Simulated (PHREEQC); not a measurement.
PHREEQC input (ion-association model, wateq4f.dat):

```
SOLUTION_MASTER_SPECIES
  An  An-  0  An  62.0  # stands for a non-complexing anion
SOLUTION_SPECIES
  An- = An-
    -log_k 0
    -gamma 3.0 0
PHASES
  Fix_H+
    H+ = H+
    -log_k 0
SOLUTION 1
  temp 25
  units mmol/kgw
  pH 7 charge
  Na 5
  An 5
END
SELECTED_OUTPUT 1
  -reset false
  -pH true
  -pe true
  -ionic_strength true
  -water true
  -totals Na
  -molalities Hfo_wOH Hfo_wOH2+ Hfo_wO- Hfo_sOH Hfo_sOH2+ Hfo_sO-
USER_PUNCH 1
  -headings sigma psi
  10 PUNCH EDL("sigma", "Hfo"), EDL("psi", "Hfo")
PRINT
  -reset false
USE solution 1
SURFACE 1
  Hfo_wOH 3.59551e-05 600 0.016
  Hfo_sOH 8.98876e-07
EQUILIBRIUM_PHASES 1
  Fix_H+ -4 HAn 10
    -force_equality true
  O2(g) -0.68 10
END
# ... the last block is repeated for the other 12 points of pH, with NaOH or the acid as the point needs
```

Selected output (columns that matter, 13 of 13 rows; pH added in front):

```
pH	mu	Na	m_Hfo_wOH	m_Hfo_wOH2+	m_Hfo_wO-	m_Hfo_sOH	m_Hfo_sOH2+	m_Hfo_sO-	sigma	psi
4	0.0051162	0.005	1.7495e-05	1.8072e-05	3.8798e-07	4.3737e-07	4.518e-07	9.6996e-09	0.18219	0.19379
4.67	0.0050287	0.005	2.2769e-05	1.2214e-05	9.7242e-07	5.6923e-07	3.0534e-07	2.431e-08	0.11581	0.17099
5.33	0.0050084	0.005	2.5701e-05	8.4671e-06	1.7871e-06	6.4252e-07	2.1168e-07	4.4678e-08	0.068822	0.14447
6	0.0050029	0.005	2.7006e-05	6.2941e-06	2.6546e-06	6.7516e-07	1.5735e-07	6.6365e-08	0.037497	0.11373
6.67	0.0050012	0.005	2.745e-05	5.1579e-06	3.3468e-06	6.8626e-07	1.2895e-07	8.367e-08	0.018659	0.079629
7.33	0.0050005	0.005	2.7573e-05	4.5771e-06	3.8052e-06	6.8932e-07	1.1443e-07	9.5129e-08	0.0079531	0.043769
8	0.005001	0.005001	2.76e-05	4.2264e-06	4.1289e-06	6.8999e-07	1.0566e-07	1.0322e-07	0.0010047	0.0062073
8.67	0.0050053	0.0050056	2.7587e-05	3.921e-06	4.4466e-06	6.8969e-07	9.8024e-08	1.1117e-07	-0.0054154	-0.031511
9.33	0.0050238	0.0050245	2.751e-05	3.5206e-06	4.9246e-06	6.8775e-07	8.8014e-08	1.2311e-07	-0.014465	-0.067859
10	0.0051097	0.0051112	2.7206e-05	2.898e-06	5.8511e-06	6.8015e-07	7.2449e-08	1.4628e-07	-0.030425	-0.10278
10.67	0.0055102	0.0055132	2.6178e-05	2.0252e-06	7.7518e-06	6.5445e-07	5.063e-08	1.9379e-07	-0.058999	-0.1342
11.33	0.0073506	0.0073562	2.3097e-05	1.0336e-06	1.1824e-05	5.7743e-07	2.5839e-08	2.9561e-07	-0.11117	-0.15918
12	0.016418	0.016429	1.4656e-05	2.3358e-07	2.1066e-05	3.6639e-07	5.8396e-09	5.2664e-07	-0.21463	-0.17229
```
